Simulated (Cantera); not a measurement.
Thermodynamics of carbon deposition, reforming and gasification, feed C2H6 + O2 + H2

Input: 1 mol C2H6, 0.13 mol O2, 5.6 mol H2, held at 427 °C and 750 Torr.

These are equilibrium values from Cantera (NASA tables, ideal gas, pure condensed phases), not measurements of a reactor. Candidate condensed phases: C, C6H6, C7H8, C8H18, H2O; 110 gas species. Kinetics and transport are ignored.

```json
{
  "x(H2)": "0.658",
  "x(CH4)": "0.303",
  "x(H2O)": "0.0394",
  "x(CO)": "1.15e-5",
  "x(CO2)": "6.49e-6",
  "gas_amount": "6.600 mol",
  "log10 activity of C(graphite) (absent)": "-1.08"
}
```
